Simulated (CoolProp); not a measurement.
Saturation properties of ethanol (Tc = 514.7 K, pc = 62.68 bar, ω = 0.644).

The numbers come from the reference Helmholtz-energy equation of state, Schroeder 2014 in CoolProp.

| T (K) | p (bar) | enthalpy of vaporisation (kJ/kg) | liquid cp (kJ/(kg K)) | vapour Z | liquid viscosity (µPa s) | vapour viscosity (µPa s) |
|---|---|---|---|---|---|---|
| 391.3 | 4.039 | 772.4 | 3.401 | 0.9201 | 255 | 11.6 |
| 395.6 | 4.600 | 762.3 | 3.457 | 0.9131 | 241 | 11.7 |
| 400 | 5.237 | 751.7 | 3.516 | 0.9056 | 228 | 11.8 |
| 404.3 | 5.925 | 740.8 | 3.575 | 0.8979 | 216 | 12.0 |
| 408.6 | 6.683 | 729.6 | 3.633 | 0.8898 | 204 | 12.1 |
| 412.9 | 7.515 | 718.0 | 3.692 | 0.8812 | 194 | 12.2 |
| 417.2 | 8.426 | 706.0 | 3.751 | 0.8723 | 183 | 12.4 |
| 421.5 | 9.420 | 693.6 | 3.810 | 0.8629 | 174 | 12.5 |
| 425.9 | 10.53 | 680.4 | 3.870 | 0.8528 | 164 | 12.6 |
| 430.2 | 11.71 | 667.1 | 3.928 | 0.8424 | 156 | 12.8 |
| 434.5 | 12.99 | 653.3 | 3.986 | 0.8316 | 148 | 12.9 |
| 438.8 | 14.37 | 639.1 | 4.044 | 0.8203 | 140 | 13.1 |
| 443.1 | 15.86 | 624.4 | 4.102 | 0.8085 | 133 | 13.2 |

It boils at 351.6 K under 1 atm.

Viscosity comes from a separate model (Kiselev 2005).
